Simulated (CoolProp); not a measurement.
Properties of cyclopentane at several states.

Computed with CoolProp (reference Helmholtz-energy equation of state, Gedanitz 2015).

```
T (K)  p (MPa)   phase  density (kg/m³)  cv (kJ/(kg K))  isothermal compressibility (1/MPa)  fugacity coefficient
-----  -------  ------  ---------------  --------------  ----------------------------------  --------------------
251.8    0.629  liquid              [?]             [?]                                 [?]              0.007449
413.5   0.0377     gas           0.7735           1.640                               26.68                0.9943
193.7   0.0156  liquid            836.9             [?]                           0.0005565                   [?]
320.9   0.0103     gas           0.2717             [?]                               97.43                0.9965
```

Q: Complete the blanks.

A: 
- 251.8, density (kg/m³): 785.0
- 251.8, cv (kJ/(kg K)): 1.105
- 251.8, isothermal compressibility (1/MPa): 0.0008740
- 193.7, cv (kJ/(kg K)): 0.9799
- 193.7, fugacity coefficient: 0.002926
- 320.9, cv (kJ/(kg K)): 1.183
